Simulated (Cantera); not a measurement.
Charge: 1 mol Si₃N₄, 1.8 mol F₂, 13 mol H₂, 1.2 mol Cl₂, equilibrated at 798 K and 0.160 bar.

Cantera equilibrium calculation (NASA polynomials, part measured and part estimated; ideal gas, pure solids and liquids). Candidate condensed phases: NH₄Cl, Si, Si₃N₄; 49 gas species. The numbers say what is thermodynamically allowed, not how fast it happens.

Base state: H₂ 0.758, HCl 0.142, SiF₄ 0.0573, N₂ 0.0401, SiCl₄ 0.00280, NH₃ 6.45e-5, HF 4.98e-5, SiHF₃ 2.92e-5 (mole fractions); condensed: Si₃N₄(s).

**Question.** What changes in the equilibrium state with this change: Si₃N₄ replaced by BN?

**Answer.** 
```json
[
 {"species": "H₂", "before": "0.758", "after": "0.719"},
 {"species": "HCl", "before": "0.142", "after": "0.150"},
 {"species": "BF₃", "before": "0", "after": "0.0625"},
 {"species": "SiF₄", "before": "0.0573", "after": "0"},
 {"species": "HF", "before": "4.98e-5", "after": "0.0375"},
 {"species": "N₂", "before": "0.0401", "after": "0.0312"},
 {"species": "SiCl₄", "before": "0.00280", "after": "0"},
 {"species": "SiHF₃", "before": "2.92e-5", "after": "0"},
 {"species": "Si₃N₄(s), mol", "before": "0.685", "after": "0"}
]
```
Further candidate phases: B, BN.
